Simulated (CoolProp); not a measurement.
Properties of ethylene at several states.

Computed with CoolProp (reference Helmholtz-energy equation of state, Smukala 2000).

```csv
T (°C),p (MPa),phase,cp (kJ/(kg K)),cv (kJ/(kg K)),Joule-Thomson coefficient (K/MPa),isothermal compressibility (1/MPa),fugacity coefficient
-32.35,1.31,gas,1.784,1.170,19.17,0.9442,?
-145.85,21.3,liquid,?,1.541,-0.5044,?,?
-79.45,0.0692,gas,1.279,0.9643,29.47,14.67,0.9856
```

### Question
Complete the blanks.

### Answer

- -32.35, fugacity coefficient: 0.8590
- -145.85, cp (kJ/(kg K)): 2.380
- -145.85, isothermal compressibility (1/MPa): 0.0008175
- -145.85, fugacity coefficient: 0.0003769
